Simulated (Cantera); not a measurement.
A closed system holds: 1 mol Si2Cl6, 0.072 mol Cl2, 72 mol N2, at 1548 K and 0.850 bar.

Method: chemical equilibrium by Gibbs-energy minimisation in Cantera with the NASA 1993 tables (ideal gas, pure condensed phases). Candidate condensed phases: Si, Si3N4; 13 gas species. The feed counts by its element totals alone. The tables' values for SiCl3 are old estimates; treat these amounts as uncertain. Kinetics and transport are ignored.

Base state: N2 0.976, SiCl4 0.0152, SiCl3 0.00474, SiCl2 0.00413, Cl 1.80e-5 (mole fractions); condensed: Si3N4(s).

What changes in the equilibrium state with this change: temperature from 1548 K to 1373.15 K?


```json
[
 {"species": "N2", "before": "0.976", "after": "0.979"},
 {"species": "SiCl4", "before": "0.0152", "after": "0.0199"},
 {"species": "SiCl3", "before": "0.00474", "after": "0.00115"},
 {"species": "SiCl2", "before": "0.00413", "after": "0.000307"},
 {"species": "Cl", "before": "1.80e-5", "after": "2.00e-6"},
 {"species": "Si3N4(s), mol", "before": "0.0750", "after": "0.144"}
]
```
N2 is the only nitrogen source here; it is nearly inert below about 1500 K, so the nitride shown seldom forms there in practice.

What changes in the equilibrium state with this change: temperature from 1548 K to 1125 K?


```tsv
species	before	after
N2	0.976	0.979
SiCl4	0.0152	0.0209
SiCl3	0.00474	4.93e-5
SiCl2	0.00413	1.43e-6
Cl	1.80e-5	2.48e-8
Si3N4(s), mol	0.0750	0.154
```
N2 is the only nitrogen source here; it is nearly inert below about 1500 K, so the nitride shown seldom forms there in practice.

What changes in the equilibrium state with this change: temperature from 1548 K to 1350 K?


```json
[
 {"species": "N2", "before": "0.976", "after": "0.979"},
 {"species": "SiCl4", "before": "0.0152", "after": "0.0202"},
 {"species": "SiCl3", "before": "0.00474", "after": "0.000907"},
 {"species": "SiCl2", "before": "0.00413", "after": "0.000203"},
 {"species": "Cl", "before": "1.80e-5", "after": "1.42e-6"},
 {"species": "Si3N4(s), mol", "before": "0.0750", "after": "0.147"}
]
```
N2 is the only nitrogen source here; it is nearly inert below about 1500 K, so the nitride shown seldom forms there in practice.
